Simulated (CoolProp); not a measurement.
Acetone along the isobar 61.3 bar: density (kg/m³) from the reference equation and from simpler models built on Tc = 508.1 K, pc = 46.92 bar, ω = 0.307; each cubic takes its own stable root.

Model: reference Helmholtz-energy equation of state, Lemmon 2006, in CoolProp. It is a short technical equation, of lower accuracy than the large ones.

| T (K) | phase | reference |
|---|---|---|
| 204.9 | liquid | 888.0 |
| 221.9 | liquid | 870.3 |
| 239 | liquid | 852.6 |
| 256 | liquid | 835.0 |
| 273.1 | liquid | 817.2 |
| 290.2 | liquid | 799.1 |
| 307.2 | liquid | 780.9 |
| 324.3 | liquid | 762.1 |
| 341.3 | liquid | 742.8 |
| 358.4 | liquid | 722.8 |
| 375.4 | liquid | 702.0 |
| 392.5 | liquid | 680.1 |
| 409.6 | liquid | 656.7 |
| 426.6 | liquid | 631.8 |
| 443.7 | liquid | 604.3 |

How far does each simpler model (van der Waals, Redlich-Kwong, Peng-Robinson) lie from the reference over these 15 states: mean and median of the absolute difference, and the worst?


- van der Waals: mean 47.6 %, median 47.6 %, worst -49.4 % at 204.9 K and 61.3 bar
- Redlich-Kwong: mean 24.8 %, median 24.5 %, worst -26.6 % at 443.7 K and 61.3 bar
- Peng-Robinson: mean 12.4 %, median 12.0 %, worst -14.7 % at 204.9 K and 61.3 bar
